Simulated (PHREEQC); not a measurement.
# Acid mine or pickling water: speciation

Model water analysis in mg/kgw, 25 °C, pH 2.04, pe 10.4: Na 312; K 20.4; Ca 232; Mg 61.1; Cl 226; S(6) as SO4 2020; Fe(3) 10.8.

Valence states are taken as typed.

Computed with PHREEQC (ion-association model, phreeqc.dat).

Each row changes one thing in this solution. Precipitation was switched off in this run.

```csv
case,ionic strength (mol/kgw),SO4-2 (mol/kgw),HSO4- (mol/kgw),Ca+2 (mol/kgw),CaSO4 (mol/kgw),Mg+2 (mol/kgw),SI of Gypsum (CaSO4:2H2O),SI of Goethite (FeOOH)
as made,0.0534,0.0118,0.00582,0.00394,0.00172,0.00158,-0.43,+1.45
S(6) from 2020 to 6060 mg/kgw,0.114,0.0408,0.0167,0.00286,0.00271,0.00109,-0.23,+0.94
temperature from 25 to 55 °C at the same typed pH,0.0486,0.00878,0.00882,0.00403,0.00156,0.00135,-0.51,+2.28
Cl from 226 to 113 mg/kgw,0.0517,0.0118,0.00584,0.00392,0.00174,0.00157,-0.42,+1.45
```

Some of these states are supersaturated (in Hematite (slow to form), Goethite (slow to form), for instance). Constants without temperature data keep their 25 °C values here.
